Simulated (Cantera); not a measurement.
Mixture: CH4 : O2 : N2 = 1 : 1.82 : 6.84 (molar parts), equivalence ratio 1.1, at 3.40 bar, adiabatic and at constant volume. Ignition delay is the time to a rise of 400 K.

Cantera simulation using GRI-Mech 3.0 (53 species, 325 reactions); the numbers are that mechanism's predictions, not measurements.

### Question
What does this change do: constant pressure in place of constant volume?

### Answer
| quantity | before | after |
|---|---|---|
| delay at 1250 K | 7.70 ms | 8.14 ms |
| delay at 1350 K | 2.27 ms | 2.42 ms |
| delay at 1450 K | 0.748 ms | 0.800 ms |
| delay at 1550 K | 0.273 ms | 0.292 ms |
| delay at 1650 K | 0.111 ms | 0.120 ms |
| apparent activation energy between 1600 and 1700 K | 190 kJ/mol | 190 kJ/mol |
